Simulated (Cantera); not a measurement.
Cantera run, input and output.

```python
import numpy as np
import cantera as ct

gas = ct.Solution("h2o2.yaml")
gas.TPX = 348, 28000, {'H2': 1, 'O2': 0.455, 'N2': 1.18}
flame = ct.FreeFlame(gas, width=0.098)
flame.set_refine_criteria(ratio=3, slope=0.08, curve=0.16)
flame.transport_model = "mixture-averaged"
flame.solve(loglevel=0, auto=True)
z, T = flame.grid, flame.T
thick = (T[-1] - T[0]) / np.gradient(T, z).max()
show = ['H2', 'O2', 'H', 'HO2', 'OH', 'O']
print(f"laminar burning velocity  {flame.velocity[0] * 100:.3f} cm/s")
print(f"burnt temperature         {T[-1]:.1f} K")
print(f"thermal thickness         {thick * 1e3:.4f} mm")
print(f"grid points               {len(z)}")
z0 = z[flame.heat_release_rate.argmax()]
print(f"{'z/mm':>9s}{'T/K':>9s}{'u/(m/s)':>9s}" + "".join(f"{s:>11s}" for s in show))
rows = []
for k in (-3, -2, -1.5, -1, -0.5, -0.25, 0, 0.25, 0.5, 1, 2, 4, 8):
    zz = z0 + k * thick
    rows.append([k * thick, np.interp(zz, z, T), np.interp(zz, z, flame.velocity),
                 *(np.interp(zz, z, flame.X[gas.species_index(s)]) for s in show)])
    print(f"{rows[-1][0] * 1e3:9.3f}{rows[-1][1]:9.1f}{rows[-1][2]:9.3f}" + "".join(f"{x:11.3e}" for x in rows[-1][3:]))
```

It prints:

```
laminar burning velocity  394.325 cm/s
burnt temperature         2557.9 K
thermal thickness         1.8487 mm
grid points               133
     z/mm      T/K  u/(m/s)         H2         O2          H        HO2         OH          O
   -5.546    348.0    3.943  3.795e-01  1.727e-01  3.968e-20 -1.111e-15  1.441e-19  4.545e-17
   -3.697    348.0    3.943  3.795e-01  1.727e-01  7.067e-18  2.617e-14  2.514e-17  7.841e-15
   -2.773    348.0    3.943  3.795e-01  1.727e-01  1.945e-16  1.032e-12  6.807e-16  1.973e-13
   -1.849    348.0    3.943  3.795e-01  1.727e-01  5.156e-13  7.033e-10  1.217e-12  4.692e-11
   -0.924    350.8    3.969  3.784e-01  1.729e-01  2.135e-06  2.662e-05  2.509e-06  3.457e-07
   -0.462    601.7    6.629  3.446e-01  1.696e-01  6.606e-03  1.428e-04  1.180e-03  1.714e-04
    0.000   1139.5   12.050  1.982e-01  1.186e-01  6.322e-02  4.036e-05  3.807e-03  7.426e-03
    0.462   1465.8   15.328  8.485e-02  4.470e-02  9.844e-02  1.372e-05  1.124e-02  1.579e-02
    0.924   1606.2   16.671  7.197e-02  3.146e-02  9.282e-02  8.492e-06  1.499e-02  1.646e-02
    1.849   1762.9   18.107  7.391e-02  2.726e-02  7.779e-02  6.157e-06  1.865e-02  1.541e-02
    3.697   1934.1   19.614  7.528e-02  2.349e-02  6.157e-02  4.418e-06  2.186e-02  1.332e-02
    7.395   2112.9   21.129  7.425e-02  1.938e-02  4.603e-02  3.102e-06  2.397e-02  1.057e-02
   14.789   2286.1   22.540  7.080e-02  1.522e-02  3.256e-02  2.321e-06  2.430e-02  7.653e-03
```

Cantera simulation using the H2/O2 subset of GRI-Mech 3.0, which has no nitrogen chemistry; the numbers are that mechanism's predictions, not measurements. Burning velocities carry a grid error of a few per cent, more on coarse grids.
